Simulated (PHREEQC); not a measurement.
Make-up at 25 °C: 110 mmol/kgw CaCl2, 0.06 mmol/kgw NaF and 0.97 mmol/kgw MgSO4. Closed to the air; pH follows from the charge balance.

Computed with PHREEQC (ion-association model, phreeqc.dat).

```
quantity                   before    after
------------------------  -------  -------
pH                           6.88     6.75
ionic strength (mol/kgw)    0.332    0.332
HF (mol/kgw)              7.17e-9  9.75e-9
```

Task: Name the change that produced these shifts.
(A) MgSO4 left out
(B) diluted 2-fold with water
(C) CaCl2 left out
(D) CaCl2 replaced by ZnCl2 at the same molality
(E) NaF replaced by NH4F at the same molality

Result: E, NaF replaced by NH4F at the same molality

Precipitation was switched off in this run. Some of these states are supersaturated (in Fluorite, for instance).
